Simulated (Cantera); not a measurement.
An adiabatic, constant-volume homogeneous reactor starts with CH4 : C2H6 : O2 : N2 = 1 : 0.038 : 2.77 : 10.4 (molar parts), equivalence ratio 0.77, at 1598 K and 1.00 bar.

Computed with Cantera and GRI-Mech 3.0 (53 species, 325 reactions).

Question: Predict: time of steepest temperature rise; temperature at 5.00 s; equilibrium temperature; x(O2) at 5.00 s; x(N2O) at 5.00 s; x(NO) at 5.00 s.

Answer: 
- time of steepest temperature rise: 0.178 ms
- temperature at 5.00 s: 2838 K
- equilibrium temperature: 2838 K
- x(O2) at 5.00 s: 0.0449 (gas-phase equilibrium 0.0449)
- x(N2O) at 5.00 s: 1.21e-6 (gas-phase equilibrium 1.21e-6)
- x(NO) at 5.00 s: 0.0169 (gas-phase equilibrium 0.0169)
